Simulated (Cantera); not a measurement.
Input (Python, Cantera):

```python
import numpy as np
import cantera as ct

gas = ct.Solution("gri30.yaml")
gas.TPX = 1223, 81000, {'CH4': 1, 'O2': 2.8, 'N2': 17.1}
reactor = ct.IdealGasReactor(gas, energy="on", clone=False)
net = ct.ReactorNet([reactor])
net.rtol, net.atol = 1e-08, 1e-16
show = ['CH4', 'O2', 'CH2O', 'CO', 'H2O']
times = np.geomspace(2e-06, 0.2, 16)

steps = ct.SolutionArray(gas, extra=["t"])
rows = []
print(f"{'t/s':>10s}{'T/K':>9s}{'P/Pa':>11s}" + "".join(f"{s:>11s}" for s in show))
for t in times:
    while net.time < t:
        t_next = net.step()
        steps.append(gas.state, t=t_next)
    rows.append([np.interp(t, steps.t, y) for y in (steps.T, steps.P, *steps(*show).X.T)])
    print(f"{t:10.3e}{rows[-1][0]:9.1f}{rows[-1][1]:11.4g}" + "".join(f"{x:11.3e}" for x in rows[-1][2:]))
rate = np.gradient(steps.T, steps.t)
print("integrator steps:", len(steps.t))
if steps.T.max() > steps.T[0] + 200:
    print(f"time of steepest temperature rise: {steps.t[rate.argmax()]:.4e} s")
gas.TPX = 1223, 81000, {'CH4': 1, 'O2': 2.8, 'N2': 17.1}
gas.equilibrate("UV")
print(f"equilibrium (UV): T = {gas.T:.1f} K  " + "  ".join(f"{s} {gas[s].X[0]:.3e}" for s in show))
```

It prints:

```
       t/s      T/K       P/Pa        CH4         O2       CH2O         CO        H2O
 2.000e-06   1223.0    8.1e+04  4.785e-02  1.340e-01  5.052e-13  2.667e-18  1.796e-12
 4.309e-06   1223.0    8.1e+04  4.785e-02  1.340e-01  2.429e-12  3.012e-17  1.131e-11
 9.283e-06   1223.0    8.1e+04  4.785e-02  1.340e-01  1.159e-11  3.116e-16  5.150e-11
 2.000e-05   1223.0    8.1e+04  4.785e-02  1.340e-01  5.490e-11  3.059e-15  1.796e-10
 4.309e-05   1223.0    8.1e+04  4.785e-02  1.340e-01  2.598e-10  3.039e-14  6.014e-10
 9.283e-05   1223.0    8.1e+04  4.785e-02  1.340e-01  1.234e-09  3.062e-13  2.247e-09
 2.000e-04   1223.0    8.1e+04  4.785e-02  1.340e-01  5.992e-09  3.185e-12  9.836e-09
 4.309e-04   1223.0    8.1e+04  4.785e-02  1.340e-01  3.071e-08  3.502e-11  4.972e-08
 9.283e-04   1223.0    8.1e+04  4.785e-02  1.340e-01  1.764e-07  4.373e-10  2.819e-07
 2.000e-03   1223.0    8.1e+04  4.784e-02  1.340e-01  1.212e-06  7.134e-09  1.800e-06
 4.309e-03   1223.1    8.1e+04  4.783e-02  1.340e-01  8.637e-06  1.572e-07  1.176e-05
 9.283e-03   1223.4  8.103e+04  4.777e-02  1.339e-01  4.025e-05  2.478e-06  5.576e-05
 2.000e-02   1225.0  8.113e+04  4.753e-02  1.338e-01  1.446e-04  2.741e-05  2.368e-04
 4.309e-02   1241.3  8.224e+04  4.535e-02  1.322e-01  7.352e-04  6.161e-04  2.149e-03
 9.283e-02   2400.0  1.598e+05  1.112e-18  3.536e-02  3.464e-12  3.922e-03  9.075e-02
 2.000e-01   2397.7  1.596e+05  1.100e-18  3.484e-02  3.429e-12  3.902e-03  9.079e-02
integrator steps: 2272
time of steepest temperature rise: 5.0601e-02 s
equilibrium (UV): T = 2397.7 K  CH4 1.584e-18  O2 3.484e-02  CH2O 3.429e-12  CO 3.901e-03  H2O 9.079e-02
```

Computed with Cantera and GRI-Mech 3.0 (53 species, 325 reactions).
